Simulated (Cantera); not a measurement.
Input (Python, Cantera) and output of one run.

```python
import numpy as np
import cantera as ct

gas_names = """
    H HI HO2 H2 H2O H2O2 I I2 O OH O2 O3
""".split()
cond_names = """
    H2O(s) H2O(L) I2(cr) I2(L)
""".split()


# ... load() reads the species with a 1 bar reference pressure and builds the phases ...
atoms = {
    'HI': {'H': 1, 'I': 1},
    'O2': {'O': 2},
    'H2': {'H': 2},
}
top_T = {}  # K; cautious upper limits of use, not melting points


# ... equilibrate(T, P, feed) seeds the gas with the atoms and calls Mixture.equilibrate('TP', solver="vcs", rtol=1e-11, max_steps=5000) ...
results = []
feed = {'HI': 1, 'O2': 0.039, 'H2': 2.3}  # mol
P = 250  # Pa
for T in [1250, 1450, 1650, 1850, 2050, 2250, 2450, 2650, 2850, 3050]:
    mix = equilibrate(T, P, feed)
    results.append((T, P, feed, dict(zip(mix.species_names, mix.species_moles))))

top = {s: max(r[3][s] / sum(r[3][g] for g in gas_names) for r in results) for s in gas_names}
cols = sorted((s for s in top if top[s] > 1e-06), key=lambda s: -top[s])[:6]
seen = [c for c in cond_names if any(r[3].get(c, 0) > 1e-12 for r in results)]
print("log10 of partial pressures in bar; condensed amounts in mol")
print(f"{'T/K':>10s}" + "".join(f"{s[:9]:>10s}" for s in cols + seen))
for T, P, feed, n in results:
    ng = sum(n[g] for g in gas_names)
    print(f"{T:10.4g}" + "".join(f"{np.log10(max(n[s] / ng * P / 1e5, 1e-99)):10.3f}" for s in cols)
          + "".join(f"{n.get(c, 0):10.4g}" for c in seen))
```

It prints:

```
log10 of partial pressures in bar; condensed amounts in mol
       T/K         H        H2         I        HI       H2O         O
      1250    -7.693    -2.755    -3.350    -3.619    -4.269   -16.136
      1450    -6.399    -2.750    -3.244    -3.997    -4.281   -13.251
      1650    -5.416    -2.749    -3.210    -4.333    -4.286   -11.054
      1850    -4.645    -2.753    -3.198    -4.614    -4.290    -9.324
      2050    -4.028    -2.767    -3.198    -4.857    -4.299    -7.924
      2250    -3.535    -2.813    -3.213    -5.089    -4.329    -6.760
      2450    -3.158    -2.923    -3.251    -5.345    -4.419    -5.778
      2650    -2.901    -3.144    -3.312    -5.657    -4.701    -5.020
      2850    -2.763    -3.501    -3.374    -6.018    -5.393    -4.652
      3050    -2.707    -3.942    -3.407    -6.377    -6.354    -4.562
```

Method: chemical equilibrium by Gibbs-energy minimisation in Cantera with the NASA 1993 tables (ideal gas, pure condensed phases).
